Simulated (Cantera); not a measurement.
A jet of CH4 : O2 : N2 = 0.024 : 0.093 : 0.79 (molar parts), equivalence ratio 0.52 at 300 K and 0.217 atm hits a platinum plate 2.5 cm away at a mass flux of 0.082 kg/m²/s; the plate temperature is set and raised in steps from an oxygen-covered start.

Computed with Cantera and Deutschmann's 1995 Pt surface mechanism with GRI-Mech 3.0 gas chemistry. Catalytic surfaces can have several steady states; this one follows from the mechanism file's or the stated starting coverage.

x: mole fraction at the wall; θ: surface coverage.

```
plate T (K)  wall x CH4  wall x O2  wall x H2O  wall x OH  wall x CO  wall x CO2  θ free Pt   θ O*    θ OH*
-----------  ----------  ---------  ----------  ---------  ---------  ----------  ---------  -----  -------
950              0.0128     0.0735      0.0254          ?    6.26e-6      0.0166      0.238  0.760  0.00173
1000            0.00923     0.0660      0.0320          ?    6.13e-6      0.0210      0.308  0.690  0.00175
1050            0.00678     0.0608      0.0365          ?    5.99e-6      0.0239      0.378  0.620  0.00166
1100            0.00515     0.0574      0.0394          ?    5.98e-6      0.0259      0.446  0.552  0.00151
1150            0.00406     0.0552      0.0413          ?    6.14e-6      0.0271      0.511  0.487  0.00136
1200            0.00331     0.0537      0.0425          ?    6.49e-6      0.0279      0.573  0.426  0.00120
```

Problem. Complete the blanks.

Solution. 
- 950, wall x OH: 6.03e-8
- 1000, wall x OH: 1.67e-7
- 1050, wall x OH: 4.03e-7
- 1100, wall x OH: 8.79e-7
- 1150, wall x OH: 1.77e-6
- 1200, wall x OH: 3.31e-6
